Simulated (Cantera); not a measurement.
## Silicon carbide growth: Si(CH₃)₄ + CH₄ + H₂

Charge: 1 mol Si(CH₃)₄, 0.15 mol CH₄, 1.7 mol H₂, equilibrated at 2548.15 K and 1.00 bar.

These are equilibrium values from Cantera (NASA tables, ideal gas, pure condensed phases), not measurements of a reactor. Candidate condensed phases: C, C₆H₆, C₇H₈, C₈H₁₈, Si, SiC; 87 gas species. Gases not in the tables: Si₂H₆ and higher silanes. Rates play no part.

| Item | Result |
|---|---|
| x(H₂) | 0.953 |
| x(H) | 0.0302 |
| x(C₂H₂ (acetylene)) | 0.0126 |
| x(Si) | 0.00181 |
| x(SiC₂) | 0.000538 |
| x(SiH) | 0.000434 |
| x(SiH₂) | 0.000309 |
| x(Si₂C) | 0.000292 |
| x(CH₄) | 0.000126 |
| n(C(graphite)) | 2.96 mol |
| n(SiC(s)) | 0.970 mol |
| gas amount | 8.145 mol |
| log10 activity of Si(l) (absent) | -0.57 |
